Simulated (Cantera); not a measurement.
## Thermodynamics of iron carbonyl, mercury and lead vapours, feed Pb + O2 + N2

Feed: 1 mol Pb, 0.3 mol O2, 0.81 mol N2, held at 0.100 bar.

Cantera equilibrium calculation (NASA polynomials, part measured and part estimated; ideal gas, pure solids and liquids). Candidate condensed phases: Pb, PbO, PbO2, Pb3O4; 12 gas species. Each liquid is taken as pure. Mutual solubility and eutectic melting of coexisting phases are not modelled. Gases not in the tables: (PbO)n polymers. Equilibrium is a limit: real reactors are often held back by kinetics, nucleation or transport.

From 823 K to 1123 K the condensed part is Pb(l) + PbO(yellow). From 1198 K to 1498 K the condensed part is Pb(l) + PbO(l).

```csv
T (K),log p N2,log p Pb,log p PbO,log p Pb2,log p O2,log p NO,n Pb(l),n PbO(yellow),n PbO(l)
823,-1.00,-6.87,-9.64,<-13,<-13,<-13,0.400,0.600,0
898,-1.00,-5.89,-8.16,-12.13,<-13,-12.68,0.400,0.600,0
973,-1.00,-5.06,-6.92,-10.74,<-13,-11.29,0.400,0.600,0
1048,-1.00,-4.35,-5.86,-9.55,-11.41,-10.10,0.400,0.600,0
1123,-1.00,-3.74,-4.94,-8.53,-9.97,-9.08,0.399,0.600,0
1198,-1.00,-3.20,-4.18,-7.64,-8.79,-8.22,0.395,0,0.599
1273,-1.01,-2.74,-3.55,-6.86,-7.81,-7.50,0.385,0,0.598
1348,-1.03,-2.32,-3.00,-6.17,-6.96,-6.87,0.359,0,0.591
1423,-1.07,-1.95,-2.51,-5.55,-6.20,-6.33,0.294,0,0.570
1498,-1.17,-1.62,-2.07,-5.00,-5.52,-5.87,0.110,0,0.496
```
log p: log10 of the partial pressure in bar; n: condensed amount in mol.
